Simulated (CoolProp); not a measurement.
Values from CoolProp's reference Helmholtz-energy equation of state, Lemmon 2006. It is a short technical equation, of lower accuracy than the large ones.

Task: For CH3F (R41), give the phase and the cp (kJ/(kg K)), expansivity (1/kK) at 351.5 K and 49.2 bar; 351.5 K and 73.8 bar; 351.5 K and 221 bar.

Result: 
- 351.5 K and 49.2 bar: gas; cp 1.96, expansivity 7.15
- 351.5 K and 73.8 bar: supercritical; cp 3.10, expansivity 13.8
- 351.5 K and 221 bar: supercritical; cp 2.61, expansivity 5.64
